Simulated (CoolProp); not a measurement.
Vapour-liquid equilibrium of ethane (1) + n-butane (2) at 250.6 K; x and y are mole fractions of (1).

Values from CoolProp's multi-fluid Helmholtz-energy mixture model, Bücker 2006 and Bücker 2006; pair parameters Kunz 2012.

| x | bubble pressure, mixture model (bar) | bubble pressure, Raoult's law (bar) | y, mixture model | y, Raoult's law |
|---|---|---|---|---|
| 0.05 | 0.9552 | 1.044 | … | 0.634 |
| 0.2 | … | 2.969 | 0.869 | 0.892 |
| 0.35 | 4.541 | 4.893 | 0.931 | 0.947 |
| 0.5 | 6.421 | 6.817 | 0.959 | 0.970 |
| 0.65 | … | 8.742 | … | 0.984 |
| 0.8 | … | 10.67 | 0.987 | 0.992 |
| 0.95 | … | 12.59 | 0.997 | 0.998 |

Task: What belongs in the gaps?

Result: 
- 0.05, y, mixture model: 0.589
- 0.2, bubble pressure, mixture model (bar): 2.704
- 0.65, bubble pressure, mixture model (bar): 8.329
- 0.65, y, mixture model: 0.975
- 0.8, bubble pressure, mixture model (bar): 10.30
- 0.95, bubble pressure, mixture model (bar): 12.44

The largest gap from Raoult's law is -8.9 % in bubble pressure, at x = 0.2. No azeotrope shows between x = 0.05 and 0.95.

The pair parameters rest on a limited set of measurements; away from them the model extrapolates.
